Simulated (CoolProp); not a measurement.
Computed with CoolProp (reference Helmholtz-energy equation of state, Gao 2020).

Task: For ammonia, give the phase and the density (kg/m³), cp (kJ/(kg K)), cv (kJ/(kg K)), isothermal compressibility (1/MPa) at 318.8 K and 10.5 MPa; 395.3 K and 10.5 MPa.

Result: 
- 318.8 K and 10.5 MPa: liquid; density 581, cp 4.84, cv 2.75, isothermal compressibility 0.00192
- 395.3 K and 10.5 MPa: liquid; density 391, cp 10.3, cv 2.91, isothermal compressibility 0.0336
